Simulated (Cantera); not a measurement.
A closed system holds: 1 mol C2F6, 0.092 mol HCl, equilibrated at 600 K and 13.3 mbar.

Cantera equilibrium calculation (NASA polynomials, part measured and part estimated; ideal gas, pure solids and liquids). Candidate condensed phases: C, C6H6, C7H8, C8H18; 118 gas species. The feed counts by its element totals alone. Condensed phases not in the tables: fluorocarbon polymer. Gases not in the tables: C2F6 and larger saturated fluorocarbons. Equilibrium is a limit: real reactors are often held back by kinetics, nucleation or transport.

Base state: CF4 0.937, HCl 0.0512, HF 0.00654, CClF3 0.00370, Cl2 0.00137, CCl2F2 4.41e-5 (mole fractions); condensed: C(graphite).

### Question
What changes in the equilibrium state with this change: pressure from 13.3 mbar to 96.0 Pa?

### Answer
| species | before | after |
|---|---|---|
| CF4 | 0.937 | 0.937 |
| HCl | 0.0512 | 0.0493 |
| HF | 0.00654 | 0.00845 |
| Cl2 | 0.00137 | 0.00282 |
| CCl2F2 | 4.41e-5 | 2.44e-5 |
| CClF3 | 0.00370 | 0.00275 |
| C(graphite), mol | 0.501 | 0.502 |
